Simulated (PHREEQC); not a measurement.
Consider water at 25 °C with 0.055 mol/kgw H2SO4 and 5.7e-05 mol/kgw H4SiO4. Closed to the air; pH follows from the charge balance.

Computed with PHREEQC (ion-association model, phreeqc.dat).

| quantity | before | after |
|---|---|---|
| pH | 1.24 | 6.87 |
| ionic strength (mol/kgw) | 0.0839 | 1.36e-7 |
| SI of Quartz (SiO2) | -0.25 | -0.26 |

**Question.** Name the change that produced these shifts.
A. temperature from 25 to 65 °C
B. H2SO4 replaced by Li2SO4 at the same molality
C. diluted 10-fold with water
D. H2SO4 left out
E. H4SiO4 replaced by H2SiF6 at the same molality

**Answer.** D, H2SO4 left out

This is a speciation only: nothing precipitates in the calculation.
